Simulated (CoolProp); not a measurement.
Properties of R1123 along the isotherm 99.95 °C (Tc = 58.6 °C, pc = 45.49 bar, ω = 0.243).

Model: reference Helmholtz-energy equation of state, Akasaka 2020, in CoolProp.

```csv
p (bar),phase,cp (kJ/(kg K)),cv (kJ/(kg K)),speed of sound (m/s)
0.216,gas,0.9607,0.8588,205.5
0.336,gas,0.9611,0.8589,205.4
0.523,gas,0.9618,0.8591,205.2
0.815,gas,0.9629,0.8593,205.0
1.27,gas,0.9646,0.8598,204.6
1.97,gas,0.9672,0.8605,204.1
3.07,gas,0.9715,0.8616,203.2
4.79,gas,0.9784,0.8634,201.8
7.45,gas,0.9896,0.8662,199.7
11.6,gas,1.009,0.8708,196.3
18.1,gas,1.044,0.8786,190.9
28.1,gas,1.115,0.8921,182.4
43.8,gas,1.293,0.9184,168.7
68.2,supercritical,1.958,0.9733,152.3
```
